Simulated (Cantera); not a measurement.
A freely propagating, adiabatic, planar premixed flame of H2 : O2 : N2 = 1 : 0.455 : 1.71 (molar parts), equivalence ratio 1.1, unburnt at 475 K and 2.40 bar; mixture-averaged transport, grid criteria slope 0.08 and curve 0.16, no radiation.

Detailed kinetics in Cantera: the H2/O2 subset of GRI-Mech 3.0, which has no nitrogen chemistry. The hydrogen kinetics of GRI-Mech 3.0 are dated; newer H2 mechanisms differ, most at raised pressure. Burning velocities carry a grid error of a few per cent, more on coarse grids.

x: mole fraction of selected species; z is measured from the peak of heat release.

```tsv
z (mm)	T (K)	u (m/s)	x H2	x O2	x HO2	x H	x H2O2	x H2O
-0.407	475	5.33	0.316	0.144	<1e-8	<1e-8	<1e-8	<1e-8
-0.271	475	5.33	0.316	0.144	<1e-8	<1e-8	<1e-8	<1e-8
-0.204	475	5.33	0.316	0.144	<1e-8	<1e-8	<1e-8	1.08e-8
-0.136	475	5.33	0.316	0.144	1.30e-7	<1e-8	<1e-8	4.97e-7
-0.0679	491	5.46	0.309	0.145	?	?	?	?
-0.0339	741	7.96	0.270	0.141	0.000571	0.00258	7.26e-5	0.0201
0	1236	12.8	0.181	0.107	0.000219	0.0226	1.95e-5	0.101
0.0339	1591	16.3	0.0959	0.0521	9.10e-5	0.0435	4.57e-6	0.200
0.0679	1772	18.0	0.0650	0.0273	4.29e-5	0.0459	2.58e-6	0.243
0.136	1949	19.6	0.0561	0.0172	2.27e-5	0.0369	1.38e-6	0.264
0.271	2115	21.0	0.0532	0.0129	1.39e-5	0.0256	7.93e-7	0.277
0.543	2261	22.2	0.0489	0.00916	8.02e-6	0.0165	5.19e-7	0.291
1.09	2376	23.2	?	?	?	?	?	0.304
```

### Question
Complete the blanks.

### Answer

- -0.0679, x HO2: 0.000159
- -0.0679, x H: 8.43e-6
- -0.0679, x H2O2: 5.58e-6
- -0.0679, x H2O: 0.000435
- 1.09, x H2: 0.0438
- 1.09, x O2: 0.00601
- 1.09, x HO2: 4.42e-6
- 1.09, x H: 0.0102
- 1.09, x H2O2: 3.68e-7
